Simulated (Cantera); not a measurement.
Input: 1 mol SiO₂, 0.14 mol Al₂O₃, 0.16 mol O₂, held at 5.30 bar.

Cantera equilibrium calculation (NASA polynomials, part measured and part estimated; ideal gas, pure solids and liquids). Candidate condensed phases: Al, Al₂O₃, Al₂SiO₅, Al₆Si₂O₁₃, Si, SiO₂; 14 gas species. Mutual solubility and eutectic melting of coexisting phases are not modelled. The tables hold silica as quartz up to 1696 K and as liquid above; real silica turns to tridymite and cristobalite and melts near 1996 K. Condensed phases not in the tables: alloys, solid solutions and most ternary compounds. Kinetics and transport are ignored.

log p: log10 of the partial pressure in bar; n: condensed amount in mol.

| T (°C) | log p O₂ | log p O | log p O₃ | n Al₂SiO₅(andalusite) | n SiO₂(β-quartz) | n Al₆Si₂O₁₃(mullite) | n SiO₂(condensed) |
|---|---|---|---|---|---|---|---|
| 725 | 0.72 | (withheld) | -9.93 | 0.140 | 0.860 | 0 | 0 |
| 800 | 0.72 | (withheld) | -9.41 | 0.140 | 0.860 | 0 | 0 |
| 875 | 0.72 | (withheld) | -8.95 | 0.140 | 0.860 | 0 | 0 |
| 950 | 0.72 | (withheld) | -8.55 | 0.140 | 0.860 | 0 | 0 |
| 1025 | 0.72 | (withheld) | -8.20 | 0 | 0.907 | 0.0467 | 0 |
| 1100 | 0.72 | (withheld) | -7.88 | 0 | 0.907 | 0.0467 | 0 |
| 1175 | 0.72 | (withheld) | -7.60 | 0 | 0.907 | 0.0467 | 0 |
| 1250 | 0.72 | (withheld) | -7.34 | 0 | 0.907 | 0.0467 | 0 |
| 1325 | 0.72 | (withheld) | -7.11 | 0 | 0.907 | 0.0467 | 0 |
| 1400 | 0.72 | (withheld) | -6.90 | 0 | 0.907 | 0.0467 | 0 |
| 1475 | 0.72 | (withheld) | -6.70 | 0 | 0 | 0.0467 | 0.907 |

**Question.** Fill in the missing entries.

**Answer.** 
- 725, log p O: -9.47
- 800, log p O: -8.54
- 875, log p O: -7.74
- 950, log p O: -7.03
- 1025, log p O: -6.41
- 1100, log p O: -5.85
- 1175, log p O: -5.35
- 1250, log p O: -4.90
- 1325, log p O: -4.49
- 1400, log p O: -4.11
- 1475, log p O: -3.77
